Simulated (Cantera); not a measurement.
Feed: 1 mol Fe3O4, 190 mol H2, 1 mol H2O, held at 1125 °C and 31000 Pa.

These are equilibrium values from Cantera (NASA tables, ideal gas, pure condensed phases), not measurements of a reactor. Candidate condensed phases: Fe, FeO, Fe(OH)2, Fe(OH)3, Fe2O3, Fe3O4, H2O; 12 gas species. Equilibrium is a limit: real reactors are often held back by kinetics, nucleation or transport.

Base state: H2 0.974, H2O 0.0262 (mole fractions); condensed: Fe(γ).

Q: What changes in the equilibrium state with this change: temperature from 1125 °C to 1850 °C?

A: 
```
species      before    after
----------  -------  -------
H2            0.974    0.963
H2O          0.0262   0.0260
H           8.40e-6  0.00632
Fe          4.72e-8  0.00430
OH          4.46e-9  2.11e-5
Fe(γ), mol     3.00        0
Fe(l), mol        0     2.17
```

Q: What changes in the equilibrium state with this change: Fe3O4 replaced by SiO2?

A: 
```csv
species,before,after
H2,0.974,0.995
H2O,0.0262,0.00524
"Fe(γ), mol",3.00,0
"SiO2(β-quartz), mol",0,1.000
```
The tables hold silica as quartz up to 1696 K and as liquid above; real silica turns to tridymite and cristobalite and melts near 1996 K. Further candidate phases: Si, SiO2.
